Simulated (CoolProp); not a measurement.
Vapour-liquid equilibrium of m-xylene (1) + n-undecane (2) at 326.3 K; x and y are mole fractions of (1).

Computed with CoolProp (multi-fluid Helmholtz-energy mixture model, Zhou 2012 and Aleksandrov 2011; pair parameters Bell 2016).

```json
[
 {"x": "0.05", "bubble pressure, mixture model (MPa)": "0.0006171", "bubble pressure, Raoult's law (MPa)": "0.0006164", "y, mixture model": "0.392", "y, Raoult's law": "0.392"},
 {"x": "0.15", "bubble pressure, mixture model (MPa)": "0.001053", "bubble pressure, Raoult's law (MPa)": "0.001060", "y, mixture model": "0.680", "y, Raoult's law": "0.683"},
 {"x": "0.25", "bubble pressure, mixture model (MPa)": "0.001484", "bubble pressure, Raoult's law (MPa)": "0.001503", "y, mixture model": "0.799", "y, Raoult's law": "0.803"},
 {"x": "0.35", "bubble pressure, mixture model (MPa)": "0.001915", "bubble pressure, Raoult's law (MPa)": "0.001946", "y, mixture model": "0.865", "y, Raoult's law": "0.868"},
 {"x": "0.45", "bubble pressure, mixture model (MPa)": "0.002351", "bubble pressure, Raoult's law (MPa)": "0.002390", "y, mixture model": "0.907", "y, Raoult's law": "0.909"},
 {"x": "0.55", "bubble pressure, mixture model (MPa)": "0.002792", "bubble pressure, Raoult's law (MPa)": "0.002833", "y, mixture model": "0.936", "y, Raoult's law": "0.937"},
 {"x": "0.65", "bubble pressure, mixture model (MPa)": "0.003240", "bubble pressure, Raoult's law (MPa)": "0.003277", "y, mixture model": "0.957", "y, Raoult's law": "0.958"},
 {"x": "0.75", "bubble pressure, mixture model (MPa)": "0.003693", "bubble pressure, Raoult's law (MPa)": "0.003720", "y, mixture model": "0.973", "y, Raoult's law": "0.973"},
 {"x": "0.85", "bubble pressure, mixture model (MPa)": "0.004149", "bubble pressure, Raoult's law (MPa)": "0.004163", "y, mixture model": "0.986", "y, Raoult's law": "0.986"},
 {"x": "0.95", "bubble pressure, mixture model (MPa)": "0.004603", "bubble pressure, Raoult's law (MPa)": "0.004607", "y, mixture model": "0.996", "y, Raoult's law": "0.996"}
]
```

The largest gap from Raoult's law is -1.6 % in bubble pressure, at x = 0.45. No azeotrope shows between x = 0.05 and 0.95.

Pair parameters are fitted to limited data, so mixtures are less certain than the pure fluids.
